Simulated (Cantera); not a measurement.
What does this Cantera script print?

```python
import numpy as np
import cantera as ct

gas_names = """
    C CN CO CO2 C2 CCN CNC C2N2 C2O C3 C3O2 C4 C4N2 C5 Fe FeC5O5 FeO N NCO NO NO2 NO3 N2 N2O O O2 O3
""".split()
cond_names = """
    C(gr) Fe(a) Fe(c) Fe(d) Fe(L) FeC5O5(L) FeO(s) FeO(L) Fe2O3(s) Fe3O4(s)
""".split()


# ... load() reads the species with a 1 bar reference pressure and builds the phases ...
atoms = {
    'Fe3O4': {'Fe': 3, 'O': 4},
    'CO': {'C': 1, 'O': 1},
    'N2': {'N': 2},
}
top_T = {'C(gr)': 4500, 'Fe2O3(s)': 1830, 'Fe3O4(s)': 1870}  # K; cautious upper limits of use, not melting points


# ... equilibrate(T, P, feed) seeds the gas with the atoms and calls Mixture.equilibrate('TP', solver="vcs", rtol=1e-11, max_steps=5000) ...
results = []
feed = {'Fe3O4': 1, 'CO': 9, 'N2': 1.4}  # mol
T = 2375  # K
P = 13000  # Pa
mix = equilibrate(T, P, feed)
results.append((T, P, feed, dict(zip(mix.species_names, mix.species_moles))))
x = sorted(zip(gas.X, gas.species_names), reverse=True)
print(f"T = {T:g} K  P = {P:g} Pa  gas = {mix.phase_moles(0):.4g} mol")
print("   x: " + "  ".join(f"{s} {v:.3e}" for v, s in x if v > 0.001))
print("   condensed (mol): " + ("  ".join(f"{mix.phase(i).name} {mix.phase_moles(i):.4g}"
      for i in range(1, mix.n_phases) if mix.phase_moles(i) > 1e-12) or "none"))
```

Output:

```
T = 2375 K  P = 13000 Pa  gas = 10.87 mol
   x: CO 6.954e-01  CO2 1.325e-01  N2 1.287e-01  Fe 4.105e-02  FeO 1.933e-03
   condensed (mol): FeO(L) 2.533
```

Equilibrium computed with Cantera from the NASA thermochemical tables; the gas is ideal and each condensed phase is pure. The tables' stoichiometric FeO is somewhat more stable than real wüstite, so its field is too wide. FeO: taken at fixed stoichiometry.
